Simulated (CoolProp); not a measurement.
Decamethylcyclopentasiloxane (D5) along the isobar 101 kPa: Z from the reference equation and from simpler models built on Tc = 345.1 °C, pc = 1078 kPa, ω = 0.631; each cubic takes its own stable root.

Model: reference Helmholtz-energy equation of state, Thol 2019, in CoolProp.

| T (°C) | phase | reference | van der Waals | Redlich-Kwong | Soave-Redlich-Kwong |
|---|---|---|---|---|---|
| 38.55 | liquid | 0.01538 | 0.02839 | 0.01913 | 0.01808 |
| 46.65 | liquid | 0.01513 | 0.02788 | 0.01881 | 0.01773 |
| 54.65 | liquid | 0.01490 | 0.02741 | 0.01850 | 0.01740 |
| 62.65 | liquid | 0.01468 | 0.02697 | 0.01822 | 0.01710 |
| 70.75 | liquid | 0.01447 | 0.02655 | 0.01795 | 0.01681 |
| 78.75 | liquid | 0.01428 | 0.02616 | 0.01771 | 0.01654 |
| 86.75 | liquid | 0.01409 | 0.02580 | 0.01748 | 0.01629 |
| 94.85 | liquid | 0.01392 | 0.02545 | 0.01727 | 0.01605 |
| 102.85 | liquid | 0.01376 | 0.9034 | 0.01708 | 0.01584 |
| 110.85 | liquid | 0.01361 | 0.9084 | 0.01690 | 0.01564 |
| 118.95 | liquid | 0.01347 | 0.9130 | 0.01674 | 0.01545 |
| 126.95 | liquid | 0.01334 | 0.9172 | 0.01660 | 0.01528 |
| 134.95 | liquid | 0.01321 | 0.9211 | 0.01647 | 0.01512 |
| 143.05 | liquid | 0.01310 | 0.9248 | 0.01636 | 0.01498 |

At some of these states van der Waals gives the other phase, because its saturation line lies elsewhere.
